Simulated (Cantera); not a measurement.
Cantera with NASA thermochemical tables; ideal gases at 1 bar, condensed phases pure. Values are per mole of reaction as written; species without (g) are pure solids or liquids, kept so even where they would boil at 1 bar. TiO: taken at fixed stoichiometry.

Problem. Between 2200 and 2800 K, where is each reaction favourable under standard conditions?
- 2 Ti3O5 + 5 N2(g) → 10 NO(g) + 6 Ti
- 2 NO2(g) + 3 TiO → 3 TiO2 + N2O(g)

Solution. 
- 2 Ti3O5 + 5 N2(g) → 10 NO(g) + 6 Ti: ΔG° is 3683 kJ at 2200 K and 3205 kJ at 2800 K; it stays positive (K < 1). ΔH° is 5413 kJ and ΔS° 789 J/K at 2800 K.
- 2 NO2(g) + 3 TiO → 3 TiO2 + N2O(g): ΔG° is -721 kJ at 2200 K and -608 kJ at 2800 K; it stays negative (K > 1). ΔH° is -1124 kJ and ΔS° -185 J/K at 2800 K.
